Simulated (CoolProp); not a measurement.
Vapour-liquid equilibrium of hydrogen sulfide (1) + n-pentane (2) at 266.4 K; x and y are mole fractions of (1).

Computed with CoolProp (multi-fluid Helmholtz-energy mixture model, Lemmon 2006 and Thol 2019; pair parameters Kunz 2012).

Q: Give the bubble pressure and the first vapour's composition at x = 0.05, 0.75, 0.95. Is there an azeotrope?

A: x = 0.05: 0.7412 bar, y = 0.766; x = 0.75: 6.730 bar, y = 0.986; x = 0.95: 8.004 bar, y = 0.996. No azeotrope shows between x = 0.05 and 0.95.

Pair parameters are fitted to limited data, so mixtures are less certain than the pure fluids. With so large a gap from Raoult's law the liquid may split in two, which this calculation doesn't test in full.
